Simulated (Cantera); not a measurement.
What does this Cantera script print?

```python
import numpy as np
import cantera as ct

gas_names = """
    CL CL2 H HCL H2 Si SiCL SiCL2 SiCL3 SiCL4 SiH SiHCL3 SiH2 SiH2CL2 SiH3 SiH3CL SiH4 Si2 Si3
""".split()
cond_names = """
    Si(cr) Si(L)
""".split()


# ... load() reads the species with a 1 bar reference pressure and builds the phases ...
atoms = {
    'SiCl4': {'Si': 1, 'CL': 4},
    'HCl': {'H': 1, 'CL': 1},
    'H2': {'H': 2},
}
top_T = {}  # K; cautious upper limits of use, not melting points


# ... equilibrate(T, P, feed) seeds the gas with the atoms and calls Mixture.equilibrate('TP', solver="vcs", rtol=1e-11, max_steps=5000) ...
results = []
feed = {'SiCl4': 1, 'HCl': 0.03, 'H2': 86}  # mol
P = 10000  # Pa
for T in [1173, 1223, 1273, 1323, 1373, 1423, 1473, 1523, 1573, 1623, 1673, 1723, 1773]:
    mix = equilibrate(T, P, feed)
    results.append((T, P, feed, dict(zip(mix.species_names, mix.species_moles))))
    x = sorted(zip(gas.X, gas.species_names), reverse=True)
    print(f"T = {T:g} K  P = {P:g} Pa  gas = {mix.phase_moles(0):.4g} mol")
    print("   x: " + "  ".join(f"{s} {v:.3e}" for v, s in x if v > 0.001))
    print("   condensed (mol): " + ("  ".join(f"{mix.phase(i).name} {mix.phase_moles(i):.4g}"
          for i in range(1, mix.n_phases) if mix.phase_moles(i) > 1e-12) or "none"))
```

It prints:

```
T = 1173 K  P = 10000 Pa  gas = 87.67 mol
   x: H2 9.663e-01  HCL 2.754e-02  SiCL4 1.970e-03  SiCL2 1.786e-03  SiHCL3 1.611e-03
   condensed (mol): Si(cr) 0.4618
T = 1223 K  P = 10000 Pa  gas = 87.81 mol
   x: H2 9.631e-01  HCL 3.160e-02  SiCL2 2.522e-03  SiCL4 1.064e-03  SiHCL3 1.001e-03
   condensed (mol): Si(cr) 0.5349
T = 1273 K  P = 10000 Pa  gas = 87.91 mol
   x: H2 9.610e-01  HCL 3.421e-02  SiCL2 3.150e-03
   condensed (mol): Si(cr) 0.5788
T = 1323 K  P = 10000 Pa  gas = 87.96 mol
   x: H2 9.598e-01  HCL 3.559e-02  SiCL2 3.608e-03
   condensed (mol): Si(cr) 0.5988
T = 1373 K  P = 10000 Pa  gas = 87.99 mol
   x: H2 9.593e-01  HCL 3.619e-02  SiCL2 3.927e-03
   condensed (mol): Si(cr) 0.6044
T = 1423 K  P = 10000 Pa  gas = 88.01 mol
   x: H2 9.591e-01  HCL 3.639e-02  SiCL2 4.161e-03
   condensed (mol): Si(cr) 0.6024
T = 1473 K  P = 10000 Pa  gas = 88.02 mol
   x: H2 9.590e-01  HCL 3.640e-02  SiCL2 4.343e-03
   condensed (mol): Si(cr) 0.597
T = 1523 K  P = 10000 Pa  gas = 88.02 mol
   x: H2 9.590e-01  HCL 3.631e-02  SiCL2 4.494e-03
   condensed (mol): Si(cr) 0.5899
T = 1573 K  P = 10000 Pa  gas = 88.03 mol
   x: H2 9.589e-01  HCL 3.619e-02  SiCL2 4.624e-03
   condensed (mol): Si(cr) 0.5822
T = 1623 K  P = 10000 Pa  gas = 88.04 mol
   x: H2 9.589e-01  HCL 3.604e-02  SiCL2 4.738e-03
   condensed (mol): Si(cr) 0.5742
T = 1673 K  P = 10000 Pa  gas = 88.04 mol
   x: H2 9.588e-01  HCL 3.589e-02  SiCL2 4.840e-03
   condensed (mol): Si(cr) 0.5659
T = 1723 K  P = 10000 Pa  gas = 88.05 mol
   x: H2 9.584e-01  HCL 3.616e-02  SiCL2 4.718e-03
   condensed (mol): Si(L) 0.5762
T = 1773 K  P = 10000 Pa  gas = 88.07 mol
   x: H2 9.579e-01  HCL 3.661e-02  SiCL2 4.496e-03
   condensed (mol): Si(L) 0.5939
```

Equilibrium computed with Cantera from the NASA thermochemical tables; the gas is ideal and each condensed phase is pure. The tables' values for SiCl3, SiCl are old estimates; treat these amounts as uncertain. Gases not in the tables: Si2H6 and higher silanes.
